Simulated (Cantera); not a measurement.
A closed system holds: 1 mol CuO, 5.9 mol C, 0.15 mol H2, at 52.0 Pa.

Method: chemical equilibrium by Gibbs-energy minimisation in Cantera with the NASA 1993 tables (ideal gas, pure condensed phases). Candidate condensed phases: C, C6H6, C7H8, C8H18, Cu, CuO, Cu(OH)2, Cu2O, H2O; 113 gas species. Rates play no part. All values below are at 1225 °C.

Base state: CO 0.856, H2 0.128, Cu 0.0153, H 0.000270 (mole fractions); condensed: C(graphite) + Cu(l).

Problem. What changes in the equilibrium state with this change: CuO replaced by TiO2?

Solution. 
| species | before | after |
|---|---|---|
| CO | 0.856 | 0.930 |
| H2 | 0.128 | 0.0697 |
| H | 0.000270 | 0.000199 |
| Cu | 0.0153 | 0 |
| C(graphite), mol | 4.90 | 2.90 |
| Cu(l), mol | 0.982 | 0 |
| TiC(s), mol | 0 | 1.00 |
TiC: taken at fixed stoichiometry. Further candidate phases: Ti, TiC, TiO, TiO2, Ti2O3, Ti3O5, Ti4O7.
